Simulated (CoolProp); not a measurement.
Oxygen at 293.15 K and 0.149 MPa is throttled through a valve to 0.00535 MPa with no heat exchange. Each further row changes one setting.

Model: reference Helmholtz-energy equation of state, Schmidt 1985, in CoolProp.

```
case                         final density (kg/m³)
---------------------------  ---------------------
as stated                                   0.0703
outlet pressure 0.0016 MPa                  0.0210
outlet pressure 0.00696 MPa                 0.0915
```
